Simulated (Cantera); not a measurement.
Charge: 1 mol Si, a varied amount of Cl₂, 14 mol H₂, at 5100 Torr.

Points: T (K) = 623, 673, 723, 773, 823, 873, 923, 973, 1023, 1073, 1123, 1173, 1223, 1273; n(Cl2) (mol) = 0.5, 0.76, 1, 1.3, 1.6, 1.8, 2.1, 2.3, 2.6.

Cantera's Mixture.equilibrate('TP', solver="vcs", rtol=1e-11, max_steps=5000) on the NASA tables stopped like this:

```
ERROR: FAILURE its = 5001!

*******************************************************************************
CanteraError thrown by MultiPhase::equilibrate:
VCS solver failed. Return code: -1
*******************************************************************************
```

Question: What got this run through?

Answer: One answer among several that fit: The failure is numerical, not chemical. The same input converged with solver="gibbs", rtol=1e-10, max_steps=50000, and the result passed a check of the equilibrium conditions:
```
    623        0.5  Si(cr)
    623       0.76  Si(cr)
    623          1  Si(cr)
    623        1.3  Si(cr)
    623        1.6  Si(cr)
    623        1.8  gas only
    623        2.1  gas only
    623        2.3  gas only
    623        2.6  gas only
    673        0.5  Si(cr)
    673       0.76  Si(cr)
    673          1  Si(cr)
    673        1.3  Si(cr)
    673        1.6  Si(cr)
    673        1.8  gas only
    673        2.1  gas only
    673        2.3  gas only
    673        2.6  gas only
    723        0.5  Si(cr)
    723       0.76  Si(cr)
    723          1  Si(cr)
    723        1.3  Si(cr)
    723        1.6  Si(cr)
    723        1.8  gas only
    723        2.1  gas only
    723        2.3  gas only
    723        2.6  gas only
    773        0.5  Si(cr)
    773       0.76  Si(cr)
    773          1  Si(cr)
    773        1.3  Si(cr)
    773        1.6  Si(cr)
    773        1.8  gas only
    773        2.1  gas only
    773        2.3  gas only
    773        2.6  gas only
    823        0.5  Si(cr)
    823       0.76  Si(cr)
    823          1  Si(cr)
    823        1.3  Si(cr)
    823        1.6  Si(cr)
    823        1.8  gas only
    823        2.1  gas only
    823        2.3  gas only
    823        2.6  gas only
    873        0.5  Si(cr)
    873       0.76  Si(cr)
    873          1  Si(cr)
    873        1.3  Si(cr)
    873        1.6  Si(cr)
    873        1.8  gas only
    873        2.1  gas only
    873        2.3  gas only
    873        2.6  gas only
    923        0.5  Si(cr)
    923       0.76  Si(cr)
    923          1  Si(cr)
    923        1.3  Si(cr)
    923        1.6  Si(cr)
    923        1.8  gas only
    923        2.1  gas only
    923        2.3  gas only
    923        2.6  gas only
    973        0.5  Si(cr)
    973       0.76  Si(cr)
    973          1  Si(cr)
    973        1.3  Si(cr)
    973        1.6  Si(cr)
    973        1.8  gas only
    973        2.1  gas only
    973        2.3  gas only
    973        2.6  gas only
   1023        0.5  Si(cr)
   1023       0.76  Si(cr)
   1023          1  Si(cr)
   1023        1.3  Si(cr)
   1023        1.6  Si(cr)
   1023        1.8  gas only
   1023        2.1  gas only
   1023        2.3  gas only
   1023        2.6  gas only
   1073        0.5  Si(cr)
   1073       0.76  Si(cr)
   1073          1  Si(cr)
   1073        1.3  Si(cr)
   1073        1.6  Si(cr)
   1073        1.8  gas only
   1073        2.1  gas only
   1073        2.3  gas only
   1073        2.6  gas only
   1123        0.5  Si(cr)
   1123       0.76  Si(cr)
   1123          1  Si(cr)
   1123        1.3  Si(cr)
   1123        1.6  Si(cr)
   1123        1.8  gas only
   1123        2.1  gas only
   1123        2.3  gas only
   1123        2.6  gas only
   1173        0.5  Si(cr)
   1173       0.76  Si(cr)
   1173          1  Si(cr)
   1173        1.3  Si(cr)
   1173        1.6  Si(cr)
   1173        1.8  gas only
   1173        2.1  gas only
   1173        2.3  gas only
   1173        2.6  gas only
   1223        0.5  Si(cr)
   1223       0.76  Si(cr)
   1223          1  Si(cr)
   1223        1.3  Si(cr)
   1223        1.6  Si(cr)
   1223        1.8  Si(cr)
   1223        2.1  gas only
   1223        2.3  gas only
   1223        2.6  gas only
   1273        0.5  Si(cr)
   1273       0.76  Si(cr)
   1273          1  Si(cr)
   1273        1.3  Si(cr)
   1273        1.6  Si(cr)
   1273        1.8  Si(cr)
   1273        2.1  gas only
   1273        2.3  gas only
   1273        2.6  gas only
```

The gas is ideal and each condensed phase is pure. The tables' values for SiCl3 are old estimates.
